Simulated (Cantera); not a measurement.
An adiabatic, constant-volume homogeneous reactor starts with CH3OH : O2 : N2 = 1 : 1.36 : 13.6 (molar parts), at 1375 K and 3.70 bar. Integrator tolerance rtol = 1e-08.

Detailed kinetics in Cantera: GRI-Mech 3.0 (53 species, 325 reactions). GRI-Mech 3.0 was tuned for natural gas; its chemistry of methanol as a main component is partial and can be far from experiment.

Problem. What does this change do: O2 1.36 to 0.66 parts?

Solution. 
```
quantity                                                              before                                    after
---------------------------------  -----------------------------------------  ---------------------------------------
time of steepest temperature rise                                   0.338 ms                                 0.356 ms
temperature at 3.00 s                                                 2498 K                                   1907 K
equilibrium temperature                                               2498 K                                   1907 K
x(CH3OH) at 3.00 s                     <1e-12 (gas-phase equilibrium <1e-12)    <1e-12 (gas-phase equilibrium <1e-12)
x(O2) at 3.00 s                      0.00142 (gas-phase equilibrium 0.00142)  5.09e-9 (gas-phase equilibrium 5.09e-9)
x(C2H4) at 3.00 s                      <1e-12 (gas-phase equilibrium <1e-12)    <1e-12 (gas-phase equilibrium <1e-12)
x(CH2) at 3.00 s                       <1e-12 (gas-phase equilibrium <1e-12)    <1e-12 (gas-phase equilibrium <1e-12)
x(NO2) at 3.00 s                     3.74e-7 (gas-phase equilibrium 3.74e-7)    <1e-12 (gas-phase equilibrium <1e-12)
x(H) at 3.00 s                     0.000772 (gas-phase equilibrium 0.000772)  8.30e-5 (gas-phase equilibrium 8.30e-5)
x(CO) at 3.00 s                        0.0161 (gas-phase equilibrium 0.0161)    0.0468 (gas-phase equilibrium 0.0468)
```

Problem. What does this change do: N2 13.6 to 11 parts?

Solution. 
```json
[
 {"quantity": "time of steepest temperature rise", "before": "0.338 ms", "after": "0.311 ms"},
 {"quantity": "temperature at 3.00 s", "before": "2498 K", "after": "2620 K"},
 {"quantity": "equilibrium temperature", "before": "2498 K", "after": "2620 K"},
 {"quantity": "x(CH3OH) at 3.00 s", "before": "<1e-12 (gas-phase equilibrium <1e-12)", "after": "<1e-12 (gas-phase equilibrium <1e-12)"},
 {"quantity": "x(O2) at 3.00 s", "before": "0.00142 (gas-phase equilibrium 0.00142)", "after": "0.00296 (gas-phase equilibrium 0.00296)"},
 {"quantity": "x(C2H4) at 3.00 s", "before": "<1e-12 (gas-phase equilibrium <1e-12)", "after": "<1e-12 (gas-phase equilibrium <1e-12)"},
 {"quantity": "x(CH2) at 3.00 s", "before": "<1e-12 (gas-phase equilibrium <1e-12)", "after": "<1e-12 (gas-phase equilibrium <1e-12)"},
 {"quantity": "x(NO2) at 3.00 s", "before": "3.74e-7 (gas-phase equilibrium 3.74e-7)", "after": "8.50e-7 (gas-phase equilibrium 8.50e-7)"},
 {"quantity": "x(H) at 3.00 s", "before": "0.000772 (gas-phase equilibrium 0.000772)", "after": "0.00147 (gas-phase equilibrium 0.00147)"},
 {"quantity": "x(CO) at 3.00 s", "before": "0.0161 (gas-phase equilibrium 0.0161)", "after": "0.0222 (gas-phase equilibrium 0.0222)"}
]
```
